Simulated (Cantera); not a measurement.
An isothermal, constant-pressure homogeneous reactor starts with C2H6 : N2 = 1 : 4.7 (molar parts), at 1873 K and 1.00 bar.

Model: GRI-Mech 3.0 (53 species, 325 reactions), integrated in Cantera. GRI-Mech 3.0 stops at C3 and has no aromatics, soot or wall deposition, so with more carbon than oxygen in the feed, carbon stays in small species such as C2H2 where larger ones or solid carbon would form.

x: mole fraction; the columns are a selection and need not sum to one.

```
t (s)       x C2H6   x C2H2       x CH2    x C2H4    x CH4
--------  --------  -------  ----------  --------  -------
1.00e-6      0.157  4.77e-6  (withheld)   0.00237  0.00221
4.92e-6     0.0697  0.00512  (withheld)    0.0501   0.0257
2.42e-5    0.00235   0.0608  (withheld)    0.0483   0.0587
0.000119  0.000100   0.0974  (withheld)    0.0129   0.0552
0.000585   5.52e-5    0.111  (withheld)   0.00120   0.0465
0.00288    1.83e-5    0.119  (withheld)  0.000627   0.0265
0.0141     1.86e-6    0.126  (withheld)  0.000472  0.00819
0.0695     1.74e-7    0.129  (withheld)  0.000472  0.00222
0.342      1.09e-7    0.129     6.28e-8  0.000474  0.00160
1.68       1.09e-7    0.129     6.28e-8  0.000474  0.00160
8.27       1.09e-7    0.129     6.27e-8  0.000473  0.00160
40.7       1.09e-7    0.128     6.26e-8  0.000472  0.00160
200        1.07e-7    0.127     6.22e-8  0.000465  0.00159
```

Some entries are withheld; supply them.


- 1.00e-6, x CH2: 3.45e-5
- 4.92e-6, x CH2: 9.35e-5
- 2.42e-5, x CH2: 2.01e-5
- 0.000119, x CH2: 1.85e-6
- 0.000585, x CH2: 1.32e-6
- 0.00288, x CH2: 8.38e-7
- 0.0141, x CH2: 2.99e-7
- 0.0695, x CH2: 8.61e-8
